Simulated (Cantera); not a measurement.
Input (Python, Cantera) and output of one run.

```python
import numpy as np
import cantera as ct

gas_names = """
    H HO2 H2 H2O H2O2 O OH O2 O3 Pb PbO Pb2
""".split()
cond_names = """
    H2O(s) H2O(L) Pb(cr) Pb(L) PbO(rd) PbO(yw) PbO(L) PbO2(s) Pb3O4(s)
""".split()


# ... load() reads the species with a 1 bar reference pressure and builds the phases ...
atoms = {
    'PbO': {'Pb': 1, 'O': 1},
    'H2': {'H': 2},
}
top_T = {'Pb3O4(s)': 820}  # K; cautious upper limits of use, not melting points


# ... equilibrate(T, P, feed) seeds the gas with the atoms and calls Mixture.equilibrate('TP', solver="vcs", rtol=1e-11, max_steps=5000) ...
results = []
feed = {'PbO': 1, 'H2': 0.04}  # mol
T = 850  # K
P = 74000  # Pa
mix = equilibrate(T, P, feed)
results.append((T, P, feed, dict(zip(mix.species_names, mix.species_moles))))
x = sorted(zip(gas.X, gas.species_names), reverse=True)
print(f"T = {T:g} K  P = {P:g} Pa  gas = {mix.phase_moles(0):.4g} mol")
print("   x: " + "  ".join(f"{s} {v:.3e}" for v, s in x if v > 1e-06))
print("   condensed (mol): " + ("  ".join(f"{mix.phase(i).name} {mix.phase_moles(i):.4g}"
      for i in range(1, mix.n_phases) if mix.phase_moles(i) > 1e-12) or "none"))
```

Result:

```
T = 850 K  P = 74000 Pa  gas = 0.04 mol
   x: H2O 9.999e-01  H2 8.016e-05
   condensed (mol): Pb(L) 0.04  PbO(yw) 0.96
```

These are equilibrium values from Cantera (NASA tables, ideal gas, pure condensed phases), not measurements of a reactor.
